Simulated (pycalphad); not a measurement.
# Phase fractions of Mg-4.357Si-75.14Al (wt.%)

All values are pycalphad results on the COST 507 light-alloy database (1999) (1 atm), not direct measurements. These are 1990s assessments: newer ones move some temperatures and phases. Phase fractions are per mole of atoms. Diffusion is slow at the low end, where real alloys seldom reach equilibrium.

```json
[
 {"T (K)": "950", "LIQUID": "1.000", "MG2SI": "-", "FCC_A1": "-", "ALMG_BETA": "-"},
 {"T (K)": "900", "LIQUID": "0.953", "MG2SI": "0.047", "FCC_A1": "-", "ALMG_BETA": "-"},
 {"T (K)": "850", "LIQUID": "0.913", "MG2SI": "0.087", "FCC_A1": "-", "ALMG_BETA": "-"},
 {"T (K)": "800", "LIQUID": "0.390", "MG2SI": "0.118", "FCC_A1": "0.492", "ALMG_BETA": "-"},
 {"T (K)": "750", "LIQUID": "0.112", "MG2SI": "0.122", "FCC_A1": "0.766", "ALMG_BETA": "-"},
 {"T (K)": "700", "LIQUID": "-", "MG2SI": "0.123", "FCC_A1": "0.833", "ALMG_BETA": "0.044"},
 {"T (K)": "650", "LIQUID": "-", "MG2SI": "0.123", "FCC_A1": "0.735", "ALMG_BETA": "0.142"},
 {"T (K)": "600", "LIQUID": "-", "MG2SI": "0.123", "FCC_A1": "0.667", "ALMG_BETA": "0.210"},
 {"T (K)": "550", "LIQUID": "-", "MG2SI": "0.123", "FCC_A1": "0.619", "ALMG_BETA": "0.258"},
 {"T (K)": "500", "LIQUID": "-", "MG2SI": "0.123", "FCC_A1": "0.584", "ALMG_BETA": "0.293"},
 {"T (K)": "450", "LIQUID": "-", "MG2SI": "0.123", "FCC_A1": "0.559", "ALMG_BETA": "0.318"},
 {"T (K)": "400", "LIQUID": "-", "MG2SI": "0.123", "FCC_A1": "0.541", "ALMG_BETA": "0.336"},
 {"T (K)": "350", "LIQUID": "-", "MG2SI": "0.123", "FCC_A1": "0.529", "ALMG_BETA": "0.348"}
]
```

Database names, with the compositions (at.%) that they take in these runs: MG2SI: Mg 67 Si 33; ALMG_BETA: Al 61 Mg 39. FCC_A1 is fcc.
